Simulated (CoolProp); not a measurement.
Vapour-liquid equilibrium of fluoroethane (R161) (1) + R134a (2) at 0.143 bar; x and y are mole fractions of (1).

Computed with CoolProp (multi-fluid Helmholtz-energy mixture model, Wu 2012 and Tillner-Roth 1994; pair parameters Bell 2016).

Question: Give the bubble temperature and the first vapour's composition at x = 0.45, 0.55, 0.75. Is there an azeotrope?

Answer: x = 0.45: 206.2 K, y = 0.626; x = 0.55: 205.1 K, y = 0.723; x = 0.75: 202.8 K, y = 0.875. No azeotrope shows between x = 0.05 and 0.95.

The pair parameters rest on a limited set of measurements; away from them the model extrapolates.
